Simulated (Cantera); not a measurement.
Feed: 1 mol Al2O3, 16 mol H2, equilibrated at 1248.15 K and 203 Torr.

Method: chemical equilibrium by Gibbs-energy minimisation in Cantera with the NASA 1993 tables (ideal gas, pure condensed phases). Candidate condensed phases: Al, Al2O3, H2O; 19 gas species. Kinetics and transport are ignored.

Base state: H2 1.000 (mole fractions); condensed: Al2O3(s).

**Question.** What changes in the equilibrium state with this change: temperature from 1248.15 K to 2598 K?

**Answer.** 
```json
[
 {"species": "H2", "before": "1.000", "after": "0.913"},
 {"species": "H", "before": "9.01e-7", "after": "0.0700"},
 {"species": "H2O", "before": "2.84e-9", "after": "0.00987"},
 {"species": "Al", "before": "<1e-9", "after": "0.00348"},
 {"species": "Al2O", "before": "<1e-9", "after": "0.00207"},
 {"species": "AlOH", "before": "<1e-9", "after": "0.000716"},
 {"species": "OH", "before": "<1e-9", "after": "0.000175"},
 {"species": "AlO", "before": "<1e-9", "after": "0.000150"},
 {"species": "AlH", "before": "1.25e-9", "after": "0.000176"},
 {"species": "Al2O3(s), mol", "before": "1.00", "after": "0"},
 {"species": "Al2O3(l), mol", "before": "0", "after": "0.927"}
]
```
The tables' values for AlOH are old estimates; treat these amounts as uncertain.

**Question.** What changes in the equilibrium state with this change: temperature from 1248.15 K to 2050 K?

**Answer.** 
| species | before | after |
|---|---|---|
| H2 | 1.000 | 0.995 |
| H | 9.01e-7 | 0.00436 |
| H2O | 2.84e-9 | 0.000264 |
| Al | <1e-9 | 0.000103 |
| Al2O | <1e-9 | 4.09e-5 |
| AlOH | <1e-9 | 1.45e-5 |
| AlH | 1.25e-9 | 1.35e-5 |
| Al2O3(s), mol | 1.00 | 0.998 |
The tables' values for AlOH are old estimates; treat these amounts as uncertain.
